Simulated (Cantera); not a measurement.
**Equilibrium for silicon nitride deposition: SiHCl₃ + NH₃ + H₂ + N₂**

A closed system holds: 1 mol SiHCl₃, 0.14 mol NH₃, a varied amount of H₂, 0.52 mol N₂, at 1925 K and 750 Torr.

Equilibrium computed with Cantera from the NASA thermochemical tables; the gas is ideal and each condensed phase is pure. Candidate condensed phases: NH₄Cl, Si, Si₃N₄; 28 gas species. The tables' values for SiCl₃, SiCl are old estimates; treat these amounts as uncertain. Gases not in the tables: Si₂H₆ and higher silanes. Equilibrium is a limit: real reactors are often held back by kinetics, nucleation or transport.

```json
[
 {"n(H₂) (mol)": "12", "x H₂": "0.802", "x HCl": "0.113", "x SiCl₂": "0.0418", "x N₂": "0.0399", "n Si(l)": "0.350"},
 {"n(H₂) (mol)": "19", "x H₂": "0.860", "x HCl": "0.0879", "x SiCl₂": "0.0236", "x N₂": "0.0271", "n Si(l)": "0.465"},
 {"n(H₂) (mol)": "27", "x H₂": "0.894", "x HCl": "0.0703", "x SiCl₂": "0.0145", "x N₂": "0.0198", "n Si(l)": "0.551"},
 {"n(H₂) (mol)": "34", "x H₂": "0.912", "x HCl": "0.0600", "x SiCl₂": "0.0103", "x N₂": "0.0160", "n Si(l)": "0.605"},
 {"n(H₂) (mol)": "41", "x H₂": "0.925", "x HCl": "0.0524", "x SiCl₂": "0.00777", "x N₂": "0.0135", "n Si(l)": "0.646"},
 {"n(H₂) (mol)": "48", "x H₂": "0.935", "x HCl": "0.0465", "x SiCl₂": "0.00606", "x N₂": "0.0116", "n Si(l)": "0.679"},
 {"n(H₂) (mol)": "55", "x H₂": "0.942", "x HCl": "0.0418", "x SiCl₂": "0.00487", "x N₂": "0.0102", "n Si(l)": "0.706"},
 {"n(H₂) (mol)": "63", "x H₂": "0.948", "x HCl": "0.0375", "x SiCl₂": "0.00390", "x N₂": "0.00896", "n Si(l)": "0.731"},
 {"n(H₂) (mol)": "70", "x H₂": "0.953", "x HCl": "0.0345", "x SiCl₂": "0.00327", "x N₂": "0.00810", "n Si(l)": "0.749"},
 {"n(H₂) (mol)": "77", "x H₂": "0.957", "x HCl": "0.0319", "x SiCl₂": "0.00278", "x N₂": "0.00739", "n Si(l)": "0.765"},
 {"n(H₂) (mol)": "84", "x H₂": "0.960", "x HCl": "0.0296", "x SiCl₂": "0.00240", "x N₂": "0.00679", "n Si(l)": "0.778"},
 {"n(H₂) (mol)": "91", "x H₂": "0.963", "x HCl": "0.0277", "x SiCl₂": "0.00209", "x N₂": "0.00629", "n Si(l)": "0.790"},
 {"n(H₂) (mol)": "99", "x H₂": "0.966", "x HCl": "0.0258", "x SiCl₂": "0.00180", "x N₂": "0.00579", "n Si(l)": "0.802"}
]
```
x: gas mole fraction; n: condensed amount in mol.

From 12 mol H₂ to 99 mol H₂ the condensed part is Si(l). The main Si-bearing gas is SiCl₂ throughout. The share of Si in condensed phases is highest at 99 mol H₂ (80.2 %) and lowest at 12 mol H₂ (35.0 %).
